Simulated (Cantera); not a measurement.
Charge: 1 mol Si, 0.68 mol H2, at 1698 K and 0.100 bar.

Method: chemical equilibrium by Gibbs-energy minimisation in Cantera with the NASA 1993 tables (ideal gas, pure condensed phases). Candidate condensed phases: Si; 9 gas species. Gases not in the tables: Si2H6 and higher silanes. Rates play no part.

Base state: H2 1.000, H 0.000457, SiH2 1.40e-5 (mole fractions); condensed: Si(l).

Question: What changes in the equilibrium state with this change: 0.026 mol Cl2 added?

Answer: 
```json
[
 {"species": "H2", "before": "1.000", "after": "0.937"},
 {"species": "HCl", "before": "0", "after": "0.0522"},
 {"species": "SiCl2", "before": "0", "after": "0.0105"},
 {"species": "SiCl3", "before": "0", "after": "0.000145"},
 {"species": "Cl", "before": "0", "after": "1.92e-5"},
 {"species": "SiCl", "before": "0", "after": "1.84e-5"},
 {"species": "SiHCl3", "before": "0", "after": "1.37e-5"},
 {"species": "SiH2", "before": "1.40e-5", "after": "1.31e-5"},
 {"species": "Si(l), mol", "before": "1.000", "after": "0.992"}
]
```
The tables' values for SiCl3, SiCl are old estimates; treat these amounts as uncertain.
